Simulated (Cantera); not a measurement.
An isothermal, constant-pressure homogeneous reactor starts with 44.1 % H2, 36.8 % O2, 19.1 % N2, equivalence ratio 0.60, at 850 K and 0.651 atm.

Model: the H2/O2 subset of GRI-Mech 3.0, which has no nitrogen chemistry, integrated in Cantera. Below about 950 K walls govern HO2 and H2O2 in real vessels. The temperature is held fixed by assumption; the heat of reaction is taken as removed at once.

Problem. Predict: x(H2) at 40.0 s; x(O2) at 40.0 s; x(HO2) at 40.0 s; x(OH) at 40.0 s; x(H2O2) at 40.0 s; x(H) at 40.0 s; x(H2O) at 40.0 s.

Solution. 
```
Item                                                  Result
-----------------  -----------------------------------------
x(H2) at 40.0 s        0.0276 (gas-phase equilibrium <1e-12)
x(O2) at 40.0 s          0.200 (gas-phase equilibrium 0.189)
x(HO2) at 40.0 s    1.43e-5 (gas-phase equilibrium 1.10e-10)
x(OH) at 40.0 s      1.42e-8 (gas-phase equilibrium 9.44e-9)
x(H2O2) at 40.0 s  0.000302 (gas-phase equilibrium 5.91e-11)
x(H) at 40.0 s        4.03e-9 (gas-phase equilibrium <1e-12)
x(H2O) at 40.0 s         0.530 (gas-phase equilibrium 0.566)
```
